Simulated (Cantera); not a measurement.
TiO₂ + HCl + O₂ (oxide etching and cleaning by halides)

Feed: 1 mol TiO₂, 84 mol HCl, a varied amount of O₂, held at 1150 K and 0.130 bar.

These are equilibrium values from Cantera (NASA tables, ideal gas, pure condensed phases), not measurements of a reactor. Candidate condensed phases: H₂O, Ti, TiCl₂, TiCl₃, TiCl₄, TiO, TiO₂, Ti₂O₃, Ti₃O₅, Ti₄O₇; 23 gas species. Condensed phases not in the tables: TiOCl. Gases not in the tables: TiO(OH)₂. Rates play no part.

```json
[
 {"n(O₂) (mol)": "0.39", "x HCl": "0.980", "x H₂O": "0.00968", "x Cl₂": "0.00892", "x O₂": "3.47e-6", "n TiO₂(rutile)": "0.983"},
 {"n(O₂) (mol)": "1.4", "x HCl": "0.934", "x H₂O": "0.0322", "x Cl₂": "0.0315", "x O₂": "0.000578", "n TiO₂(rutile)": "0.999"},
 {"n(O₂) (mol)": "2.5", "x HCl": "0.894", "x H₂O": "0.0506", "x Cl₂": "0.0498", "x O₂": "0.00429", "n TiO₂(rutile)": "1.000"},
 {"n(O₂) (mol)": "3.6", "x HCl": "0.863", "x H₂O": "0.0622", "x Cl₂": "0.0612", "x O₂": "0.0112", "n TiO₂(rutile)": "1.000"},
 {"n(O₂) (mol)": "4.6", "x HCl": "0.842", "x H₂O": "0.0692", "x Cl₂": "0.0682", "x O₂": "0.0191", "n TiO₂(rutile)": "1.000"},
 {"n(O₂) (mol)": "5.7", "x HCl": "0.821", "x H₂O": "0.0746", "x Cl₂": "0.0736", "x O₂": "0.0285", "n TiO₂(rutile)": "1.000"},
 {"n(O₂) (mol)": "6.7", "x HCl": "0.805", "x H₂O": "0.0783", "x Cl₂": "0.0772", "x O₂": "0.0375", "n TiO₂(rutile)": "1.000"}
]
```
x: gas mole fraction; n: condensed amount in mol.

From 0.39 mol O₂ to 6.7 mol O₂ the condensed part is TiO₂(rutile).
